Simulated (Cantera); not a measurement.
Input: 1 mol SiH₄, 0.037 mol C₂H₄, 3.6 mol H₂, at 2275 K and 10.0 mbar.

Cantera equilibrium calculation (NASA polynomials, part measured and part estimated; ideal gas, pure solids and liquids). Candidate condensed phases: C, C₆H₆, C₇H₈, C₈H₁₈, Si, SiC; 87 gas species. Mutual solubility and eutectic melting of coexisting phases are not modelled. Gases not in the tables: Si₂H₆ and higher silanes. Equilibrium is a limit: real reactors are often held back by kinetics, nucleation or transport.

Base state: H₂ 0.837, H 0.0777, Si 0.0745, Si₂C 0.00560, SiH 0.00262, Si₂ 0.00137, SiH₂ 0.000351, Si₃ 0.000260 (mole fractions); condensed: Si(l) + SiC(s).

**Question.** What changes in the equilibrium state with this change: temperature from 2275 K to 1600 K?

**Answer.** 
| species | before | after |
|---|---|---|
| H₂ | 0.837 | 0.999 |
| H | 0.0777 | 0.000544 |
| Si | 0.0745 | 9.75e-6 |
| Si₂C | 0.00560 | 3.10e-8 |
| SiC₂ | 0.000169 | <1e-9 |
| Si₂ | 0.00137 | 2.43e-8 |
| Si₃ | 0.000260 | 5.32e-9 |
| C₂H₂ (acetylene) | 5.71e-5 | 3.04e-9 |
| Si(l), mol | 0.368 | 0 |
| SiC(s), mol | 0.0349 | 0.0740 |
| Si(s), mol | 0 | 0.926 |
